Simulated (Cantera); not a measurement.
An adiabatic, constant-volume homogeneous reactor starts with C₂H₄ : O₂ : N₂ : CO₂ = 1 : 2.73 : 10.3 : 1.1 (molar parts), equivalence ratio 1.1, at 1375 K and 3230 Torr. Integrator tolerance rtol = 1e-08.

Computed with Cantera and GRI-Mech 3.0 (53 species, 325 reactions). GRI-Mech 3.0 was tuned for natural gas; its chemistry of ethylene as a main component is partial and can be far from experiment.

Question: What does this change do: initial temperature 1375 to 1025 K?

Answer: 
```
quantity                                                          before                                  after
---------------------------------  -------------------------------------  -------------------------------------
time of steepest temperature rise                                25.5 µs                                93.7 ms
temperature at 0.200 s                                            2977 K                                 2872 K
equilibrium temperature                                           2977 K                                 2872 K
x(C₂H₄) at 0.200 s                 <1e-12 (gas-phase equilibrium <1e-12)  <1e-12 (gas-phase equilibrium <1e-12)
x(O₂) at 0.200 s                   0.0180 (gas-phase equilibrium 0.0180)  0.0125 (gas-phase equilibrium 0.0125)
x(CO₂) at 0.200 s                    0.112 (gas-phase equilibrium 0.112)    0.129 (gas-phase equilibrium 0.129)
x(CO) at 0.200 s                   0.0815 (gas-phase equilibrium 0.0815)  0.0667 (gas-phase equilibrium 0.0667)
x(CH₂) at 0.200 s                  <1e-12 (gas-phase equilibrium <1e-12)  <1e-12 (gas-phase equilibrium <1e-12)
x(C₂H) at 0.200 s                  <1e-12 (gas-phase equilibrium <1e-12)  <1e-12 (gas-phase equilibrium <1e-12)
x(OH) at 0.200 s                   0.0157 (gas-phase equilibrium 0.0157)  0.0110 (gas-phase equilibrium 0.0110)
```

Question: What does this change do: N2 10.3 to 30 parts?

Answer: 
| quantity | before | after |
|---|---|---|
| time of steepest temperature rise | 25.5 µs | 40.5 µs |
| temperature at 0.200 s | 2977 K | 2433 K |
| equilibrium temperature | 2977 K | 2433 K |
| x(C₂H₄) at 0.200 s | <1e-12 (gas-phase equilibrium <1e-12) | <1e-12 (gas-phase equilibrium <1e-12) |
| x(O₂) at 0.200 s | 0.0180 (gas-phase equilibrium 0.0180) | 0.00130 (gas-phase equilibrium 0.00130) |
| x(CO₂) at 0.200 s | 0.112 (gas-phase equilibrium 0.112) | 0.0700 (gas-phase equilibrium 0.0700) |
| x(CO) at 0.200 s | 0.0815 (gas-phase equilibrium 0.0815) | 0.0180 (gas-phase equilibrium 0.0180) |
| x(CH₂) at 0.200 s | <1e-12 (gas-phase equilibrium <1e-12) | <1e-12 (gas-phase equilibrium <1e-12) |
| x(C₂H) at 0.200 s | <1e-12 (gas-phase equilibrium <1e-12) | <1e-12 (gas-phase equilibrium <1e-12) |
| x(OH) at 0.200 s | 0.0157 (gas-phase equilibrium 0.0157) | 0.00144 (gas-phase equilibrium 0.00144) |
